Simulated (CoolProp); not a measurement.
Vapour-liquid equilibrium of propane (1) + isohexane (2) at 0.468 MPa; x and y are mole fractions of (1).

Computed with CoolProp (multi-fluid Helmholtz-energy mixture model, Lemmon 2009 and Lemmon 2006; pair parameters Bell 2016).

**Question.** Give the bubble temperature and the first vapour's composition at x = 0.125, 0.425, 0.8. Is there an azeotrope?

**Answer.** x = 0.125: 79.7 °C, y = 0.625; x = 0.425: 31.6 °C, y = 0.943; x = 0.8: 7.5 °C, y = 0.992. No azeotrope shows between x = 0.05 and 0.95.

Pair parameters are fitted to limited data, so mixtures are less certain than the pure fluids.
